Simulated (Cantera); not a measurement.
TiCl₄ + C₃H₈ (titanium nitride, carbide and oxide coatings)

Charge: 1 mol TiCl₄, a varied amount of C₃H₈, equilibrated at 1873 K and 39.0 mbar.

Method: chemical equilibrium by Gibbs-energy minimisation in Cantera with the NASA 1993 tables (ideal gas, pure condensed phases). Candidate condensed phases: C, C₆H₆, C₇H₈, C₈H₁₈, Ti, TiC, TiCl₂, TiCl₃, TiCl₄; 96 gas species. The tables' values for TiCl₂ are old estimates; treat these amounts as uncertain. TiC: taken at fixed stoichiometry. Rates play no part.

| n(C₃H₈) (mol) | log p HCl | log p TiCl₃ | log p H₂ | log p TiCl₄ | log p TiCl₂ | log p Cl | log p H | n C(graphite) | n TiC(s) |
|---|---|---|---|---|---|---|---|---|---|
| 0.11 | -1.77 | -1.79 | -3.11 | -2.37 | -3.37 | -3.53 | -4.74 | 0.330 | 0 |
| 0.15 | -1.71 | -1.85 | -2.82 | -2.51 | -3.36 | -3.61 | -4.60 | 0.386 | 0.0641 |
| 0.19 | -1.66 | -1.92 | -2.68 | -2.61 | -3.41 | -3.63 | -4.53 | 0.434 | 0.136 |
| 0.23 | -1.63 | -1.99 | -2.57 | -2.70 | -3.45 | -3.65 | -4.48 | 0.485 | 0.205 |
| 0.27 | -1.61 | -2.06 | -2.48 | -2.79 | -3.50 | -3.68 | -4.43 | 0.541 | 0.269 |
| 0.3 | -1.59 | -2.11 | -2.42 | -2.86 | -3.53 | -3.69 | -4.40 | 0.586 | 0.314 |
| 0.34 | -1.58 | -2.17 | -2.36 | -2.94 | -3.58 | -3.71 | -4.37 | 0.648 | 0.372 |
| 0.38 | -1.57 | -2.24 | -2.30 | -3.03 | -3.62 | -3.74 | -4.34 | 0.715 | 0.425 |
| 0.42 | -1.57 | -2.30 | -2.24 | -3.11 | -3.66 | -3.76 | -4.31 | 0.785 | 0.475 |
| 0.46 | -1.56 | -2.36 | -2.20 | -3.19 | -3.70 | -3.78 | -4.29 | 0.858 | 0.521 |
| 0.5 | -1.56 | -2.42 | -2.16 | -3.28 | -3.74 | -3.80 | -4.27 | 0.936 | 0.564 |
| 0.54 | -1.56 | -2.48 | -2.12 | -3.35 | -3.78 | -3.82 | -4.25 | 1.02 | 0.603 |
log p: log10 of the partial pressure in bar; n: condensed amount in mol.

At 0.11 mol C₃H₈ the condensed part is C(graphite). From 0.15 mol C₃H₈ to 0.54 mol C₃H₈ the condensed part is C(graphite) + TiC(s). The main Ti-bearing gas is TiCl₃ throughout. The share of Ti in condensed phases is highest at 0.54 mol C₃H₈ (60.3 %) and lowest at 0.11 mol C₃H₈ (0.0 %).
